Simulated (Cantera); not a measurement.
A closed system holds: 1 mol Fe₂O₃, 18 mol CO, 13 mol N₂.

Equilibrium computed with Cantera from the NASA thermochemical tables; the gas is ideal and each condensed phase is pure. Candidate condensed phases: C, Fe, Fe(CO)₅, FeO, Fe₂O₃, Fe₃O₄; 27 gas species. Each liquid is taken as pure. Mutual solubility and eutectic melting of coexisting phases are not modelled. The tables' stoichiometric FeO is somewhat more stable than real wüstite, so its field is too wide. FeO: taken at fixed stoichiometry. Equilibrium is a limit: real reactors are often held back by kinetics, nucleation or transport.

Stable condensed phases, one row left out:

```
T in °C \ P in Pa
              10      42     180     750    3200   13000   56000  240000 1000000
   1702        A       A       A       B       C       C       C       C       C
   1602        A       A       B       C       C       C       C       C       C
   1552        A       B       C       C       C       C       C       C       C
   1502        A       B       C       C       C       C       C       C       C
   1452        A       C       C       C       C       C       C       C       C
   1402        B       C       C       C       C       C       C       C       C
   1352        C       C       C       C       C       C       C       C       C
   1302        C       C       C       C       C       C       C       C       C
   1252        C       C       C       C       C       C       C       C       C
   1202        C       C       C       C       C       C       C       C       C
   1152        C       C       C       C       C       C       C       C       C
   1102        C       C       C       C       C       C       C       C       C
```

A: gas only; B: FeO; C: Fe + FeO.

Task: Give the row for 1652 °C.

Result: 10: gas only; 42: gas only; 180: FeO; 750: Fe + FeO; 3200: Fe + FeO; 13000: Fe + FeO; 56000: Fe + FeO; 240000: Fe + FeO; 1000000: Fe + FeO.
